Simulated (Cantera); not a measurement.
## Equilibrium for fluorocarbon and chlorocarbon gases: C2F6 + CH4 + H2

A closed system holds: 1 mol C2F6, 1.2 mol CH4, 0.16 mol H2, at 1550 K.

Cantera equilibrium calculation (NASA polynomials, part measured and part estimated; ideal gas, pure solids and liquids). Candidate condensed phases: C, C6H6, C7H8, C8H18; 95 gas species. The feed counts by its element totals alone. Gases not in the tables: C2F6 and larger saturated fluorocarbons. Equilibrium is a limit: real reactors are often held back by kinetics, nucleation or transport.

```json
[
 {"P (Pa)": "1", "x HF": "0.948", "x CF4": "0.0353", "x F": "0.0109", "x CF2": "0.00523", "x CF3": "8.17e-5", "x H2F2": "1.08e-10", "x CHF3": "2.78e-8", "n C(graphite)": "2.98"},
 {"P (Pa)": "3.60", "x HF": "0.954", "x CF4": "0.0385", "x F": "0.00426", "x CF2": "0.00288", "x CF3": "6.32e-5", "x H2F2": "3.93e-10", "x CHF3": "5.53e-8", "n C(graphite)": "2.98"},
 {"P (Pa)": "13", "x HF": "0.957", "x CF4": "0.0399", "x F": "0.00164", "x CF2": "0.00154", "x CF3": "4.71e-5", "x H2F2": "1.43e-9", "x CHF3": "1.07e-7", "n C(graphite)": "2.98"},
 {"P (Pa)": "46", "x HF": "0.958", "x CF4": "0.0406", "x F": "0.000639", "x CF2": "0.000826", "x CF3": "3.48e-5", "x H2F2": "5.06e-9", "x CHF3": "2.04e-7", "n C(graphite)": "2.98"},
 {"P (Pa)": "170", "x HF": "0.958", "x CF4": "0.0409", "x F": "0.000240", "x CF2": "0.000431", "x CF3": "2.52e-5", "x H2F2": "1.87e-8", "x CHF3": "3.94e-7", "n C(graphite)": "2.98"},
 {"P (Pa)": "600", "x HF": "0.959", "x CF4": "0.0410", "x F": "9.34e-5", "x CF2": "0.000230", "x CF3": "1.85e-5", "x H2F2": "6.61e-8", "x CHF3": "7.41e-7", "n C(graphite)": "2.98"},
 {"P (Pa)": "2200", "x HF": "0.959", "x CF4": "0.0411", "x F": "3.53e-5", "x CF2": "0.000120", "x CF3": "1.34e-5", "x H2F2": "2.43e-7", "x CHF3": "1.42e-6", "n C(graphite)": "2.98"},
 {"P (Pa)": "7700", "x HF": "0.959", "x CF4": "0.0412", "x F": "1.38e-5", "x CF2": "6.43e-5", "x CF3": "9.78e-6", "x H2F2": "8.49e-7", "x CHF3": "2.66e-6", "n C(graphite)": "2.98"},
 {"P (Pa)": "28000", "x HF": "0.959", "x CF4": "0.0412", "x F": "5.24e-6", "x CF2": "3.37e-5", "x CF3": "7.08e-6", "x H2F2": "3.09e-6", "x CHF3": "5.07e-6", "n C(graphite)": "2.98"},
 {"P (Pa)": "100000", "x HF": "0.959", "x CF4": "0.0412", "x F": "2.02e-6", "x CF2": "1.79e-5", "x CF3": "5.15e-6", "x H2F2": "1.10e-5", "x CHF3": "9.59e-6", "n C(graphite)": "2.98"}
]
```
x: gas mole fraction; n: condensed amount in mol.

From 1.00 Pa to 1.00 bar the condensed part is C(graphite). The main C-bearing gas is CF4 throughout.
